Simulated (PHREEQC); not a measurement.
BaCl2 is added in steps, without added water, to 1 kg of water holding 0.0011 mol HF and 0.054 mol Na2CO3, at 50 °C. Oxygen alone is held at its pressure in air (log pO2 = -0.68). No CO2 enters from the air. Solids allowed: BaF2, Witherite, Halite, Nahcolite, Natron. Others were left out.

Base run: PHREEQC, ion-association model, wateq4f.dat. Each further column changes one thing. The table gives Ba in solution (mol/kgw).

```csv
BaCl2 added (mol),base,all activity coefficients set to 1,metal-ligand complexes left out,Debye-Hückel limiting law,Davies equation for every ion
0,0,0,0,0,0
0.00675,3.20e-6,2.40e-6,5.70e-7,4.97e-6,3.24e-6
0.01125,3.35e-6,2.45e-6,6.22e-7,5.30e-6,3.40e-6
0.018,3.66e-6,2.54e-6,7.25e-7,5.98e-6,3.73e-6
0.02475,4.13e-6,2.67e-6,8.80e-7,7.00e-6,4.21e-6
0.02925,4.60e-6,2.81e-6,1.03e-6,8.03e-6,4.69e-6
0.036,5.77e-6,3.14e-6,1.42e-6,1.06e-5,5.90e-6
0.04275,8.55e-6,3.94e-6,2.36e-6,1.68e-5,8.75e-6
0.04725,1.41e-5,5.52e-6,4.30e-6,2.91e-5,1.45e-5
0.054,0.00115,0.00107,0.00111,0.00123,0.00116
```

Constants without temperature data keep their 25 °C values here.
